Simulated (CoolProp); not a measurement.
R123 at 298.15 K and 0.0177 MPa is compressed adiabatically to 0.107 MPa with isentropic efficiency 0.8. Each further row changes one setting.

The numbers come from the reference Helmholtz-energy equation of state, Younglove 1994 in CoolProp. It is a modified Benedict-Webb-Rubin equation, recast in Helmholtz form.

| case | work (kJ/kg) | final temperature (K) | final density (kg/m³) |
|---|---|---|---|
| as stated | 38.6 | 354.7 | ___ |
| efficiency 1 | ___ | ___ | ___ |
| efficiency 0.65 | ___ | 366.6 | ___ |

What belongs in the gaps?


- as stated, final density (kg/m³): 5.69
- efficiency 1, work (kJ/kg): 30.9
- efficiency 1, final temperature (K): 344.4
- efficiency 1, final density (kg/m³): 5.88
- efficiency 0.65, work (kJ/kg): 47.5
- efficiency 0.65, final density (kg/m³): 5.49
